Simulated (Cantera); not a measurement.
**Catalytic combustion on Pt**

An isothermal plug-flow reactor at 725 K and 1.00 bar (inlet), inlet velocity 0.72 m/s, active area per volume 2900 1/m; feed 0.310 % CO, 1.31 % O2, 94.3 % N2, 4.06 % H2O, equivalence ratio 0.12.

Computed with Cantera and Deutschmann's 1995 Pt surface mechanism with GRI-Mech 3.0 gas chemistry. Catalytic surfaces can have several steady states; this one follows from the mechanism file's or the stated starting coverage. Mass transfer to the wall is taken as infinitely fast.

| z (m) | x CO | x O2 | x H2O | x CO2 | θ free Pt | θ O* | θ OH* |
|---|---|---|---|---|---|---|---|
| 0.00019 | 0.000440 | 0.0118 | 0.0406 | 0.00267 | 0.0461 | 0.946 | 0.00697 |
| 0.00036 | 0.000305 | 0.0117 | 0.0406 | 0.00280 | 0.0389 | 0.954 | 0.00643 |
| 0.00069 | 0.000177 | 0.0117 | 0.0407 | 0.00293 | 0.0346 | 0.959 | 0.00608 |
| 0.0013 | 7.68e-5 | 0.0116 | 0.0407 | 0.00303 | 0.0322 | 0.962 | 0.00587 |
| 0.0026 | 1.56e-5 | 0.0116 | 0.0407 | 0.00309 | 0.0310 | 0.963 | 0.00576 |
| 0.005 | 9.24e-7 | 0.0116 | 0.0407 | 0.00311 | 0.0307 | 0.964 | 0.00574 |
| 0.0096 | 4.25e-9 | 0.0116 | 0.0407 | 0.00311 | 0.0307 | 0.964 | 0.00574 |
| 0.019 | <1e-12 | 0.0116 | 0.0407 | 0.00311 | 0.0307 | 0.964 | 0.00574 |
x: gas mole fraction; θ: surface coverage.
